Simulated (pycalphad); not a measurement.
All values are pycalphad results on the COST 507 light-alloy database (1999) (1 atm), not direct measurements. No gas phase is included, though pure Ti would boil below 3427 °C. These are 1990s assessments: newer ones move some temperatures and phases. Kinetics are ignored, which matters at the lower temperatures.

Problem. How does the equilibrium phase assembly of Ti-60.18B (wt.%) change on cooling from 3427 °C to 277 °C?

Solution. 
```csv
T (°C),phases above,phases below
2653.7,liquid,B2M + liquid
2059.3,B2M + liquid,B2M + β-boron
```
Changes were sought between steps of 75 K, so a narrower field can be missed.

Database names, with the compositions (at.%) that they take in these runs: B2M: B 67 Ti 33.
